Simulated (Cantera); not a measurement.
Charge: 1 mol Fe2O3, a varied amount of CO, at 1598 K and 26.0 Pa.

Cantera equilibrium calculation (NASA polynomials, part measured and part estimated; ideal gas, pure solids and liquids). Candidate condensed phases: C, Fe, Fe(CO)5, FeO, Fe2O3, Fe3O4; 15 gas species. Mutual solubility and eutectic melting of coexisting phases are not modelled. The tables' stoichiometric FeO is somewhat more stable than real wüstite, so its field is too wide. FeO: taken at fixed stoichiometry. Equilibrium is a limit: real reactors are often held back by kinetics, nucleation or transport.

x: gas mole fraction; n: condensed amount in mol.

| n(CO) (mol) | x CO2 | x CO | x Fe | x O2 | x O | x FeO | n FeO(s) | n Fe3O4(s) |
|---|---|---|---|---|---|---|---|---|
| 0.75 | 0.953 | 0.0468 | 3.05e-5 | 0.000600 | 2.15e-5 | 1.10e-5 | 1.15 | 0.284 |
| 0.97 | 0.953 | 0.0468 | 3.05e-5 | 0.000600 | 2.15e-5 | 1.10e-5 | 1.78 | 0.0743 |
| 1.2 | 0.833 | 0.167 | 0.000124 | 3.63e-5 | [?] | 1.10e-5 | 2.00 | 0 |
| 1.4 | 0.714 | 0.285 | 0.000248 | 9.08e-6 | [?] | 1.10e-5 | 2.00 | 0 |
| 1.6 | 0.625 | 0.374 | 0.000371 | 4.04e-6 | [?] | 1.10e-5 | 2.00 | 0 |
| 1.9 | 0.527 | 0.473 | 0.000557 | 1.80e-6 | [?] | 1.10e-5 | 2.00 | 0 |
| 2.1 | 0.477 | 0.523 | 0.000680 | 1.20e-6 | [?] | 1.10e-5 | 2.00 | 0 |
| 2.3 | 0.435 | 0.564 | 0.000803 | 8.64e-7 | [?] | 1.10e-5 | 2.00 | 0 |
| 2.5 | 0.401 | 0.599 | 0.000926 | 6.49e-7 | [?] | 1.10e-5 | 2.00 | 0 |
| 2.8 | 0.358 | 0.641 | 0.00111 | 4.52e-7 | [?] | 1.10e-5 | 2.00 | 0 |
| 3 | 0.334 | 0.665 | 0.00123 | 3.67e-7 | [?] | 1.10e-5 | 2.00 | 0 |
| 3.2 | 0.313 | 0.685 | 0.00135 | 3.03e-7 | [?] | 1.10e-5 | 2.00 | 0 |
| 3.4 | 0.295 | 0.703 | 0.00148 | 2.55e-7 | [?] | 1.10e-5 | 1.99 | 0 |

**Question.** Complete the blanks.

**Answer.** 
- 1.2, x O: 5.29e-6
- 1.4, x O: 2.65e-6
- 1.6, x O: 1.77e-6
- 1.9, x O: 1.18e-6
- 2.1, x O: 9.64e-7
- 2.3, x O: 8.16e-7
- 2.5, x O: 7.08e-7
- 2.8, x O: 5.90e-7
- 3, x O: 5.32e-7
- 3.2, x O: 4.84e-7
- 3.4, x O: 4.44e-7
